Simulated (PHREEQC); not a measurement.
Consider water at 20 °C with 0.0012 mol HCl, 0.052 mol KCl and 0.024 mol KOH per kg of water. Closed to the air; pH follows from the charge balance.

Equilibrium calculation in PHREEQC: ion-association model, phreeqc.dat.

The pH comes out as 12.42 and the ionic strength is 0.0760 mol/kgw. The specific conductance is 10700 µS/cm, the density is 1.002 g/cm³ and the total alkalinity is 22.8 meq/kg.

```
species  molality  activity   log γ
-------  --------  --------  ------
K+         0.0760    0.0597  -0.105
Cl-        0.0532    0.0419  -0.104
OH-        0.0228    0.0179  -0.106
```

This is a speciation only: nothing precipitates in the calculation.
